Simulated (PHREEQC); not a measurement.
NaOH is added in steps, without added water, to 1 kg of water holding 0.0075 mol/kgw NH4Cl, 0.0022 mol/kgw Na2SO4 and 0.0054 mol/kgw NaCl, at 37 °C. O2 is buffered at 0.21 atm. The system is closed to CO2. Nothing may precipitate in this run.

Base run: PHREEQC, ion-association model, wateq4f.dat. Each further column changes one thing. The table gives pH.

| NaOH added (mol) | base | Na2SO4 from 0.0022 to 0.0011 mol/kgw | diluted 2-fold with water | solids may form |
|---|---|---|---|---|
| 0 | 5.60 | 5.58 | 5.72 | 5.60 |
| 0.001875 | 8.48 | 8.47 | 8.93 | 8.48 |
| 0.004125 | 9.04 | 9.03 | 10.31 | 9.04 |
| 0.006 | 9.53 | 9.52 | 10.94 | 9.53 |
| 0.007875 | 10.38 | 10.38 | 11.19 | 10.38 |
| 0.01013 | 10.99 | 11.00 | 11.38 | 10.99 |
| 0.012 | 11.22 | 11.22 | 11.49 | 11.22 |

Away from 25 °C the constants follow the database's enthalpies or fits; those with neither stay at their 25 °C values. Solids allowed in the column 'solids may form': Halite, Mirabilite.
